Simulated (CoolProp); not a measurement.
n-pentane along the isobar 7.21 bar: Z from the reference equation and from simpler models built on Tc = 469.7 K, pc = 33.68 bar, ω = 0.251; each cubic takes its own stable root.

Computed with CoolProp (reference Helmholtz-energy equation of state, Thol 2019).

| T (K) | phase | reference | van der Waals | Redlich-Kwong | Soave-Redlich-Kwong | Peng-Robinson |
|---|---|---|---|---|---|---|
| 209.7 | liquid | 0.04236 | 0.07092 | 0.04771 | 0.04699 | 0.04185 |
| 222.2 | liquid | 0.04063 | 0.06785 | 0.04569 | 0.04491 | 0.03996 |
| 234.8 | liquid | 0.03909 | 0.06514 | 0.04393 | 0.04308 | 0.03830 |
| 247.3 | liquid | 0.03774 | 0.06278 | 0.04242 | (withheld) | 0.03686 |
| 259.8 | liquid | (withheld) | 0.06072 | 0.04111 | 0.04011 | 0.03561 |
| 272.4 | liquid | 0.03550 | 0.05890 | 0.03997 | 0.03891 | 0.03451 |
| 284.9 | liquid | 0.03458 | 0.05734 | 0.03901 | 0.03788 | 0.03356 |
| 297.4 | liquid | 0.03378 | 0.05599 | 0.03821 | 0.03700 | 0.03276 |
| 310 | liquid | 0.03308 | 0.05485 | 0.03755 | 0.03627 | 0.03208 |
| 322.5 | liquid | (withheld) | 0.05393 | 0.03704 | 0.03568 | 0.03154 |
| 335 | liquid | 0.03201 | 0.8343 | 0.03669 | 0.03525 | 0.03113 |
| 347.6 | liquid | 0.03162 | 0.8505 | 0.03650 | 0.03497 | 0.03086 |
| 360.1 | liquid | 0.03135 | 0.8643 | 0.03650 | 0.03486 | 0.03074 |
| 372.6 | liquid | 0.03120 | 0.8762 | 0.8394 | 0.03495 | 0.03080 |
| 385.2 | gas | 0.8320 | 0.8868 | 0.8561 | 0.8438 | 0.8343 |

Task: Some entries are withheld; supply them.

Result: 
- 247.3, Soave-Redlich-Kwong: 0.04149
- 259.8, reference: 0.03655
- 322.5, reference: 0.03249

At some of these states van der Waals, Redlich-Kwong gives the other phase, because its saturation line lies elsewhere.
